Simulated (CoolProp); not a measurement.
Properties of n-octane along the isotherm 620 K (Tc = 568.7 K, pc = 2.484 MPa, ω = 0.398).

Computed with CoolProp (reference Helmholtz-energy equation of state, Beckmüller 2019).

```tsv
p (MPa)	phase	Z	cp (kJ/(kg K))	viscosity (µPa s)	conductivity (mW/(m K))
0.414	gas	0.9547	2.957	11.7	46.7
0.828	gas	0.9075	2.994	11.9	47.5
1.24	gas	0.8586	3.042	12.2	48.5
1.66	gas	0.8062	3.108	12.6	49.6
2.07	gas	0.7522	3.197	13.2	50.9
2.48	gas	0.6948	3.326	14.0	52.5
2.9	supercritical	0.6318	3.528	15.3	54.7
3.31	supercritical	0.5659	3.836	17.2	57.4
3.73	supercritical	0.4957	4.292	20.1	60.7
```

Viscosity comes from a separate model (Huber 2004). Thermal conductivity comes from a separate model (Huber 2005).
